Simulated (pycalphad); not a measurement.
# Effect of Cu content in Si-Cu

All values are pycalphad results on the COST 507 light-alloy database (1999) (1 atm), not direct measurements. These are 1990s assessments: newer ones move some temperatures and phases. Phase fractions are per mole of atoms.

```json
[
 {"alloy": "Si-4.134Cu (wt.%)", "liquidus (°C)": "1405", "first solid": "diamond (Si)", "solidus (°C)": "801", "phases at 377 °C": "diamond (Si) 0.98, CU19SI6_ETA 0.02"},
 {"alloy": "Si-11.87Cu (wt.%)", "liquidus (°C)": "?", "first solid": "diamond (Si)", "solidus (°C)": "801", "phases at 377 °C": "?"},
 {"alloy": "Si-15.5Cu (wt.%)", "liquidus (°C)": "1374", "first solid": "diamond (Si)", "solidus (°C)": "801", "phases at 377 °C": "diamond (Si) 0.90, CU19SI6_ETA 0.10"},
 {"alloy": "Si-22.29Cu (wt.%)", "liquidus (°C)": "1351", "first solid": "diamond (Si)", "solidus (°C)": "801", "phases at 377 °C": "diamond (Si) 0.85, CU19SI6_ETA 0.15"},
 {"alloy": "Si-39.65Cu (wt.%)", "liquidus (°C)": "1274", "first solid": "diamond (Si)", "solidus (°C)": "801", "phases at 377 °C": "diamond (Si) 0.70, CU19SI6_ETA 0.30"},
 {"alloy": "Si-49.23Cu (wt.%)", "liquidus (°C)": "1221", "first solid": "diamond (Si)", "solidus (°C)": "801", "phases at 377 °C": "diamond (Si) 0.61, CU19SI6_ETA 0.39"}
]
```

Question: What belongs in the gaps?

Answer: 
- Si-11.87Cu (wt.%), liquidus (°C): 1385
- Si-11.87Cu (wt.%), phases at 377 °C: diamond (Si) 0.93, CU19SI6_ETA 0.07

Database names, with the compositions (at.%) that they take in these runs: CU19SI6_ETA: Cu 76 Si 24.
